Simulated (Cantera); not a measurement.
A closed system holds: 1 mol trisilylamine, 79 mol N2, held at 180 Torr.

Method: chemical equilibrium by Gibbs-energy minimisation in Cantera with the NASA 1993 tables (ideal gas, pure condensed phases). Candidate condensed phases: Si, Si3N4; 18 gas species. The feed counts by its element totals alone. Gases not in the tables: Si2H6 and higher silanes. Kinetics and transport are ignored.

Question: Which condensed phases are stable at each of these points (T (K)): 1723, 1773, 1823, 1873, 1923, 1973, 2023, 2073, 2123?

Answer: 
```
T (K)  condensed phases  Si condensed (%)
-----  ----------------  ----------------
1723           Si3N4(s)             100.0
1773           Si3N4(s)             100.0
1823           Si3N4(s)             100.0
1873           Si3N4(s)             100.0
1923           Si3N4(s)              99.9
1973           Si3N4(s)              99.7
2023           Si3N4(s)              99.0
2073              Si(l)              98.3
2123              Si(l)              97.2
```

From 1723 K to 2023 K the condensed part is Si3N4(s). From 2073 K to 2123 K the condensed part is Si(l).
